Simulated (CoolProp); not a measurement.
A closed Brayton cycle with carbon dioxide: compressor inlet 313.15 K and 9.1 MPa, high pressure 25.5 MPa, turbine inlet 985 K, compressor efficiency 0.89, turbine efficiency 0.93, recuperator effectiveness 0 (on enthalpy, no pinch check). Each further row changes one setting.

The numbers come from the reference Helmholtz-energy equation of state, Span 1996 in CoolProp.

```json
[
 {"case": "as stated", "thermal efficiency (%)": "16.0", "net work (kJ/kg)": "139", "compressor to turbine work": "0.18", "compressor exit (K)": "357.6", "turbine exit (K)": "842.5"},
 {"case": "turbine inlet 935 K", "thermal efficiency (%)": "16.1", "net work (kJ/kg)": "130", "compressor to turbine work": "0.19", "compressor exit (K)": "357.6", "turbine exit (K)": "797.3"},
 {"case": "compressor inlet 323.15 K", "thermal efficiency (%)": "15.9", "net work (kJ/kg)": "124", "compressor to turbine work": "0.27", "compressor exit (K)": "398.9", "turbine exit (K)": "842.5"},
 {"case": "high pressure 21.7 MPa", "thermal efficiency (%)": "13.8", "net work (kJ/kg)": "121", "compressor to turbine work": "0.17", "compressor exit (K)": "350.2", "turbine exit (K)": "864.0"},
 {"case": "recuperator effectiveness 0.5", "thermal efficiency (%)": "24.1", "net work (kJ/kg)": "139", "compressor to turbine work": "0.18", "compressor exit (K)": "357.6", "turbine exit (K)": "842.5"}
]
```
